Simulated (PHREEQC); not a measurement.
# Acid rinse or clean: an equilibrium model

A solution holds 0.2 mol/kgw HF, 5.6e-05 mol/kgw CuSO4, 0.00025 mol/kgw MnSO4 and 0.016 mol/kgw NaOH, at 20 °C. Closed to the air; pH follows from the charge balance.

Model: ion-association model, wateq4f.dat, run in PHREEQC.

This is a speciation only: nothing precipitates in the calculation.

**Question.** What pH, ionic strength does the model give?

**Answer.** pH 2.26; ionic strength 0.0232 mol/kgw.

**Question.** In which forms is Mn present?

**Answer.** Mn+2 93 %, MnF+ 5.9 %, MnSO4 1.1 % of the Mn.

wateq4f.dat counts part of the HF as a dimer, H2F2, which phreeqc.dat doesn't know; its constant is uncertain.
